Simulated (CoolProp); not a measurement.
Vapour pressure (bar) of carbonyl sulfide: the reference equation beside estimates from Tc = 105.6 °C, pc = 63.69 bar, ω = 0.098. Clausius-Clapeyron is anchored at -9.85 °C with a constant enthalpy of vaporisation of 16.75 kJ/mol.

The numbers come from the reference Helmholtz-energy equation of state, Lemmon 2006 in CoolProp. It is a short technical equation, of lower accuracy than the large ones.

```json
[
 {"T (°C)": "-12.55", "reference": "4.393", "Clausius-Clapeyron": "4.430", "Redlich-Kwong": "4.805", "Soave-Redlich-Kwong": "4.385", "Peng-Robinson": "4.395"},
 {"T (°C)": "-9.85", "reference": "4.796", "Clausius-Clapeyron": "4.796", "Redlich-Kwong": "5.250", "Soave-Redlich-Kwong": "4.791", "Peng-Robinson": "4.796"},
 {"T (°C)": "-7.25", "reference": "5.209", "Clausius-Clapeyron": "5.169", "Redlich-Kwong": "5.705", "Soave-Redlich-Kwong": "5.208", "Peng-Robinson": "5.208"},
 {"T (°C)": "-4.55", "reference": "5.666", "Clausius-Clapeyron": "5.578", "Redlich-Kwong": "6.207", "Soave-Redlich-Kwong": "5.669", "Peng-Robinson": "5.664"},
 {"T (°C)": "-1.85", "reference": "6.153", "Clausius-Clapeyron": "6.010", "Redlich-Kwong": "6.740", "Soave-Redlich-Kwong": "6.161", "Peng-Robinson": "6.149"},
 {"T (°C)": "0.85", "reference": "6.669", "Clausius-Clapeyron": "6.466", "Redlich-Kwong": "7.305", "Soave-Redlich-Kwong": "6.683", "Peng-Robinson": "6.664"},
 {"T (°C)": "3.45", "reference": "7.196", "Clausius-Clapeyron": "6.929", "Redlich-Kwong": "7.881", "Soave-Redlich-Kwong": "7.216", "Peng-Robinson": "7.190"},
 {"T (°C)": "6.15", "reference": "7.774", "Clausius-Clapeyron": "7.435", "Redlich-Kwong": "8.511", "Soave-Redlich-Kwong": "7.802", "Peng-Robinson": "7.768"},
 {"T (°C)": "8.85", "reference": "8.387", "Clausius-Clapeyron": "7.966", "Redlich-Kwong": "9.177", "Soave-Redlich-Kwong": "8.423", "Peng-Robinson": "8.380"},
 {"T (°C)": "11.45", "reference": "9.009", "Clausius-Clapeyron": "8.504", "Redlich-Kwong": "9.852", "Soave-Redlich-Kwong": "9.054", "Peng-Robinson": "9.002"},
 {"T (°C)": "14.15", "reference": "9.691", "Clausius-Clapeyron": "9.089", "Redlich-Kwong": "10.59", "Soave-Redlich-Kwong": "9.746", "Peng-Robinson": "9.684"},
 {"T (°C)": "16.85", "reference": "10.41", "Clausius-Clapeyron": "9.702", "Redlich-Kwong": "11.36", "Soave-Redlich-Kwong": "10.48", "Peng-Robinson": "10.40"}
]
```

Absolute difference from the reference over all 12 rows, mean and median: Clausius-Clapeyron 3.4 and 3.4 %, Redlich-Kwong 9.4 and 9.5 %, Soave-Redlich-Kwong 0.3 and 0.2 %, Peng-Robinson 0.1 and 0.1 %.
